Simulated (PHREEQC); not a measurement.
Make-up at 20 °C: 0.0043 mol/kgw H2SO4 and 0.00092 mol/kgw LiCl. It is in equilibrium with CO2 at log p = 0 (atm). Otherwise closed; pH follows from the charge balance.

Equilibrium calculation in PHREEQC: ion-association model, wateq4f.dat.

No solid was allowed to form.

Problem. Estimate the pH, ionic strength.

Solution. pH 2.18; ionic strength 0.0112 mol/kgw.

Problem. In which forms is S present?

Solution. SO4-2 70 %, HSO4- 30 % of the S.

Species that the database lacks are ignored.
